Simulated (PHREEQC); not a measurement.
A made-up water analysis in mg/L, 45 °C, pH 7.16, pe -0.7: Na 5050; K 140; Ca 3.64; Mg 321; Cl 8300; S(6) as SO4 679; Alkalinity as HCO3 498; Br 2.19; B 8.73; Li 1.68.

Valence states are taken as typed.

Model: ion-association model, phreeqc.dat, run in PHREEQC.

This is a speciation only: nothing precipitates in the calculation.

Question: Predict the activity of water, density.

Answer: activity of water 0.992; density 1.001 g/cm³.

Question: In which forms is S present?

Answer: SO4-2 61 %, MgSO4 20 %, NaSO4- 19 %, KSO4- 0.5 % of the S.

Away from 25 °C the constants follow the database's enthalpies or fits; those with neither stay at their 25 °C values.
